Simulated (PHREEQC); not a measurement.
PHREEQC input (ion-association model, wateq4f.dat):

```
SOLUTION_MASTER_SPECIES
  An  An-  0  An  62.0  # stands for a non-complexing anion
SOLUTION_SPECIES
  An- = An-
    -log_k 0
    -gamma 3.0 0
PHASES
  Fix_H+
    H+ = H+
    -log_k 0
SOLUTION 1
  temp 25
  units mmol/kgw
  pH 7 charge
  Na 50
  An 50
END
SELECTED_OUTPUT 1
  -reset false
  -pH true
  -pe true
  -ionic_strength true
  -water true
  -totals Na
  -molalities Hfo_wOH Hfo_wOH2+ Hfo_wO- Hfo_sOH Hfo_sOH2+ Hfo_sO-
USER_PUNCH 1
  -headings sigma psi
  10 PUNCH EDL("sigma", "Hfo"), EDL("psi", "Hfo")
PRINT
  -reset false
USE solution 1
SURFACE 1
  Hfo_wOH 0.000269663 600 0.12
  Hfo_sOH 6.74157e-06
EQUILIBRIUM_PHASES 1
  Fix_H+ -3 HAn 10
    -force_equality true
  O2(g) -0.68 10
END
# ... the last block is repeated for the other 16 points of pH, with NaOH or the acid as the point needs
```

Selected output (columns that matter, 10 of 17 rows; pH added in front):

```
pH	mu	Na	m_Hfo_wOH	m_Hfo_wOH2+	m_Hfo_wO-	m_Hfo_sOH	m_Hfo_sOH2+	m_Hfo_sO-	sigma	psi
3	0.051306	0.05	9.6604e-06	0.00025999	8.2229e-09	2.4151e-07	6.4999e-06	2.0557e-10	0.35714	0.16919
3.75	0.050327	0.05	3.8718e-05	0.0002308	1.488e-07	9.6796e-07	5.7699e-06	3.7201e-09	0.31684	0.16355
4.5	0.050126	0.05	9.3852e-05	0.00017466	1.1553e-06	2.3463e-06	4.3664e-06	2.8883e-08	0.23834	0.14909
4.88	0.050088	0.05	0.00012346	0.00014377	2.4288e-06	3.0866e-06	3.5943e-06	6.072e-08	0.19416	0.13865
5.62	0.050047	0.05	0.00016899	9.3689e-05	6.9829e-06	4.2248e-06	2.3422e-06	1.7457e-07	0.11911	0.11394
6.38	0.050024	0.05	0.00019448	6.0969e-05	1.4212e-05	4.8621e-06	1.5242e-06	3.553e-07	0.06423	0.083633
7.12	0.050011	0.05	0.0002042	4.35e-05	2.196e-05	5.1051e-06	1.0875e-06	5.4901e-07	0.029589	0.049784
7.5	0.050006	0.05	0.00020608	3.7921e-05	2.5657e-05	5.1521e-06	9.4802e-07	6.4143e-07	0.016847	0.031067
8.25	0.050004	0.050005	0.00020696	3.0014e-05	3.2692e-05	5.1739e-06	7.5034e-07	8.1731e-07	-0.0036797	-0.0071837
9	0.050022	0.050032	0.00020484	2.2957e-05	4.187e-05	5.1209e-06	5.7392e-07	1.0468e-06	-0.025981	-0.044929
```

The oxide is taken as insoluble; below pH 4 it would dissolve.
